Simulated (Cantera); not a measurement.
Input: 1 mol Si2Cl6, 13 mol NH3, 0.39 mol H2, equilibrated at 1302 °C and 0.100 bar.

These are equilibrium values from Cantera (NASA tables, ideal gas, pure condensed phases), not measurements of a reactor. Candidate condensed phases: NH4Cl, Si, Si3N4; 28 gas species. The feed counts by its element totals alone. The tables' values for SiCl3 are old estimates; treat these amounts as uncertain. Rates play no part.

Base state: H2 0.610, N2 0.190, HCl 0.189, SiCl2 0.00928, SiCl3 0.00112, SiCl4 0.000351, SiHCl3 0.000151, H 0.000103 (mole fractions); condensed: Si3N4(s).

### Question
What changes in the equilibrium state with this change: Si2Cl6 replaced by trisilylamine?

### Answer
```
species          before     after
-------------  --------  --------
H2                0.610     0.830
N2                0.190     0.170
H              0.000103  0.000120
HCl               0.189         0
SiCl2           0.00928         0
SiCl3           0.00112         0
SiCl4          0.000351         0
SiHCl3         0.000151         0
Si3N4(s), mol     0.564     1.000
```

### Question
What changes in the equilibrium state with this change: temperature from 1302 °C to 1200 °C?

### Answer
```tsv
species	before	after
H2	0.610	0.606
HCl	0.189	0.203
N2	0.190	0.187
SiCl2	0.00928	0.00278
H	0.000103	3.11e-5
Cl	2.52e-5	8.46e-6
Si3N4(s), mol	0.564	0.627
```
